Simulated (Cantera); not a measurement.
Charge: 1 mol FeS₂, 4.5 mol SO₃, 7 mol CO₂, held at 1573.15 K and 1.00 bar.

Equilibrium computed with Cantera from the NASA thermochemical tables; the gas is ideal and each condensed phase is pure. Candidate condensed phases: C, Fe, Fe(CO)₅, FeO, FeS, FeSO₄, FeS₂, Fe₂O₃, Fe₂(SO₄)₃, Fe₃O₄, S; 25 gas species. The tables' stoichiometric FeO is somewhat more stable than real wüstite, so its field is too wide. FeO: taken at fixed stoichiometry. Kinetics and transport are ignored.

Base state: CO₂ 0.494, SO₂ 0.476, CO 0.0261, SO 0.00196, S₂ 0.00195, S₂O 0.000315, COS 0.000101 (mole fractions); condensed: FeO(s).

What changes in the equilibrium state with this change: CO₂ from 7 to 0.058 mol?


```tsv
species	before	after
SO₂	0.476	0.968
S₂	0.00195	0.0164
CO₂	0.494	0.00847
CO	0.0261	0.000535
COS	0.000101	5.98e-6
S₂O	0.000315	0.00222
S	4.04e-6	1.17e-5
FeO(s), mol	1.00	1.00
```
